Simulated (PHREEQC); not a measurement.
A solution holds 0.016 mol ZnSO4 per kg of water, at 25 °C. Closed to the air; pH follows from the charge balance.

Model: ion-association model, phreeqc.dat, run in PHREEQC.

Question: The ionic strength comes out as 0.0404 mol/kgw. What activity coefficients do Zn(SO4)2-2, ZnOH+, Zn+2, H+, SO4-2 get?

Answer: Zn(SO4)2-2 0.48, ZnOH+ 0.83, Zn+2 0.49, H+ 0.86, SO4-2 0.49.

Precipitation was switched off in this run. Species that the database lacks are ignored.
